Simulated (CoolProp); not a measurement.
Vapour-liquid equilibrium of n-hexane (1) + hexamethyldisiloxane (MM) (2) at 1.45 °C; x and y are mole fractions of (1).

Model: multi-fluid Helmholtz-energy mixture model, Thol 2019 and Thol 2016; pair parameters Bell 2016, in CoolProp.

| x | bubble pressure, mixture model (bar) | bubble pressure, Raoult's law (bar) | y, mixture model | y, Raoult's law |
|---|---|---|---|---|
| 0.05 | 0.01704 | 0.01736 | 0.171 | 0.188 |
| 0.15 | 0.02123 | 0.02241 | ? | 0.437 |
| 0.25 | ? | 0.02745 | 0.559 | 0.594 |
| 0.35 | ? | 0.03249 | 0.675 | 0.703 |
| 0.45 | ? | 0.03753 | ? | 0.782 |
| 0.55 | ? | 0.04257 | 0.836 | 0.843 |
| 0.65 | 0.04485 | 0.04761 | 0.892 | 0.891 |
| 0.75 | ? | 0.05265 | 0.935 | 0.930 |
| 0.85 | ? | 0.05769 | 0.968 | 0.961 |
| 0.95 | 0.06242 | 0.06273 | 0.991 | 0.988 |

### Question
What belongs in the gaps?

### Answer

- 0.15, y, mixture model: 0.403
- 0.25, bubble pressure, mixture model (bar): 0.02540
- 0.35, bubble pressure, mixture model (bar): 0.02974
- 0.45, bubble pressure, mixture model (bar): 0.03439
- 0.45, y, mixture model: 0.765
- 0.55, bubble pressure, mixture model (bar): 0.03942
- 0.75, bubble pressure, mixture model (bar): 0.05060
- 0.85, bubble pressure, mixture model (bar): 0.05654

The largest gap from Raoult's law is -8.5 % in bubble pressure, at x = 0.35. No azeotrope shows between x = 0.05 and 0.95.

Pair parameters are fitted to limited data, so mixtures are less certain than the pure fluids.
